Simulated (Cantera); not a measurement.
A perfectly stirred reactor is fed with 20.5 % H₂, 16.3 % O₂, 61.2 % N₂, 2.01 % H₂O, at 750 Torr; it is adiabatic with a 775 K inlet, and is followed from long to short residence time, starting on the burning branch (τ in s: 0.023, 0.013, 0.0067, 0.0036, 0.002, 0.0011, 0.00057, 0.00031, 0.00016, 8.9e-05, 4.8e-05).

Cantera simulation using GRI-Mech 3.0 (53 species, 325 reactions); the numbers are that mechanism's predictions, not measurements.

One state of this run: T (K) = 1986; x H₂ = 0.0130; x O₂ = 0.0665; x H₂O = 0.221; x OH = 0.0155; x H₂O₂ = 5.55e-7; x NO₂ = 1.25e-8. x: mole fraction; the columns are a selection and need not sum to one.

**Question.** Which value of τ (s) does it belong to?
A) 0.00031
B) 0.023
C) 8.9e-5
D) 0.0067

**Answer.** A, 0.00031
